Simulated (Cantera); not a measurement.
What does this Cantera script print?

```python
import numpy as np
import cantera as ct

gas_names = """
    H HNO HNO2 HNO3 HO2 H2 H2O H2O2 N NH NH2 NH3 NH2OH NO NO2 NO3 N2 N2H2 N2H4 N2O O OH O2 O3 Si SiH
    SiH2 SiH3 SiH4 SiN SiO SiO2 Si2 Si2N Si3
""".split()
cond_names = """
    H2O(s) H2O(L) Si(cr) Si(L) SiO2(Lqz) SiO2(hqz) SiO2(L) Si2N2O(s) Si3N4(a)
""".split()


def load(file, names, dense=False):
    # The tables refer to 1 bar. Condensed volumes are neglected.
    table = {s.name: s for s in ct.Species.list_from_file(file)}
    out = []
    for n in names:
        d = dict(table[n].input_data)
        d["thermo"] = dict(d["thermo"], **{"reference-pressure": 1e5})
        if dense:
            d["equation-of-state"] = {"model": "constant-volume", "density": "1e6 g/cm^3"}
        out.append(ct.Species.from_dict(d))
    return out


gas = ct.Solution(thermo="ideal-gas", species=load("nasa_gas.yaml", gas_names))
cond = {s.name: ct.Solution(thermo="fixed-stoichiometry", species=[s], name=s.name)
        for s in load("nasa_condensed.yaml", cond_names, dense=True)}
atoms = {
    'Si3N4': {'Si': 3, 'N': 4},
    'O2': {'O': 2},
    'H2': {'H': 2},
}
top_T = {'Si2N2O(s)': 2100, 'Si3N4(a)': 2400}  # K; cautious upper limits of use, not melting points


def equilibrate(T, P, feed):
    n = {}
    for name, mol in feed.items():
        for a, k in atoms[name].items():
            n[a] = n.get(a, 0.0) + k * mol
    gas.TPX = T, P, n
    mass = sum(n.values()) * gas.mean_molecular_weight
    gas.equilibrate("TP")
    valid = [c for c in cond.values() if c.min_temp <= T <= top_T.get(c.name, c.max_temp)]
    mix = ct.Mixture([(gas, mass / gas.mean_molecular_weight)] + [(c, 0.0) for c in valid])
    mix.T, mix.P = T, P
    mix.equilibrate("TP", solver="vcs", rtol=1e-11, max_steps=5000)
    return mix


results = []
feed = {'Si3N4': 1, 'O2': 0.01, 'H2': 21}  # mol
T = 1425  # K
P = 100000  # Pa
mix = equilibrate(T, P, feed)
results.append((T, P, feed, dict(zip(mix.species_names, mix.species_moles))))
x = sorted(zip(gas.X, gas.species_names), reverse=True)
print(f"T = {T:g} K  P = {P:g} Pa  gas = {mix.phase_moles(0):.4g} mol")
print("   x: " + "  ".join(f"{s} {v:.3e}" for v, s in x if v > 1e-05))
print("   condensed (mol): " + ("  ".join(f"{mix.phase(i).name} {mix.phase_moles(i):.4g}"
      for i in range(1, mix.n_phases) if mix.phase_moles(i) > 1e-12) or "none"))
```

It prints:

```
T = 1425 K  P = 100000 Pa  gas = 21.01 mol
   x: H2 9.997e-01  N2 3.168e-04
   condensed (mol): Si2N2O(s) 0.02  Si3N4(a) 0.9867
```

Cantera equilibrium calculation (NASA polynomials, part measured and part estimated; ideal gas, pure solids and liquids). Mutual solubility and eutectic melting of coexisting phases are not modelled.
